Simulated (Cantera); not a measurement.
A closed system holds: 1 mol HBr, 0.35 mol O2, held at 1 atm.

Equilibrium computed with Cantera from the NASA thermochemical tables; the gas is ideal and each condensed phase is pure. Candidate condensed phases: Br2, H2O; 12 gas species. The numbers say what is thermodynamically allowed, not how fast it happens.

log p: log10 of the partial pressure in bar; nothing condenses.

| T (K) | log p Br | log p H2O | log p HBr | log p O2 | log p OH | log p O | log p H2 | log p H | log p Br2 |
|---|---|---|---|---|---|---|---|---|---|
| 2273 | -0.31 | -0.60 | -0.82 | -0.99 | -2.06 | -2.87 | -2.86 | -3.50 | -1.95 |
| 2373 | -0.30 | -0.61 | -0.85 | -1.01 | -1.91 | -2.63 | -2.61 | -3.16 | -2.13 |
| 2473 | -0.30 | -0.61 | -0.87 | -1.02 | -1.77 | -2.41 | -2.38 | -2.84 | -2.30 |
| 2573 | -0.29 | -0.62 | -0.89 | -1.04 | (withheld) | (withheld) | (withheld) | (withheld) | (withheld) |
| 2673 | -0.29 | -0.63 | -0.91 | -1.05 | -1.53 | -2.02 | -1.99 | -2.29 | -2.62 |
| 2773 | -0.29 | -0.65 | -0.94 | -1.07 | (withheld) | (withheld) | (withheld) | (withheld) | (withheld) |
| 2873 | -0.29 | -0.68 | -0.97 | -1.09 | -1.34 | -1.69 | -1.68 | -1.82 | -2.89 |
| 2973 | -0.29 | -0.72 | -1.01 | -1.11 | -1.27 | -1.54 | -1.56 | -1.62 | -3.03 |

Task: Fill in the missing entries.

Result: 
- 2773, log p OH: -1.43
- 2773, log p O: -1.85
- 2773, log p H2: -1.83
- 2773, log p H: -2.04
- 2773, log p Br2: -2.76
- 2573, log p OH: -1.64
- 2573, log p O: -2.20
- 2573, log p H2: -2.18
- 2573, log p H: -2.55
- 2573, log p Br2: -2.46
